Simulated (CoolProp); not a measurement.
Vapour-liquid equilibrium of R134a (1) + R141b (2) at 43 kPa; x and y are mole fractions of (1).

Model: multi-fluid Helmholtz-energy mixture model, Tillner-Roth 1994 and Lemmon 2006; pair parameters Bell 2016, in CoolProp.

**Question.** Give the bubble temperature and the first vapour's composition at x = 0.2, 0.575, 0.875. Is there an azeotrope?

**Answer.** x = 0.2: -23.5 °C, y = 0.835; x = 0.575: -37.2 °C, y = 0.952; x = 0.875: -41.5 °C, y = 0.982. No azeotrope shows between x = 0.05 and 0.95.

Pair parameters are fitted to limited data, so mixtures are less certain than the pure fluids.
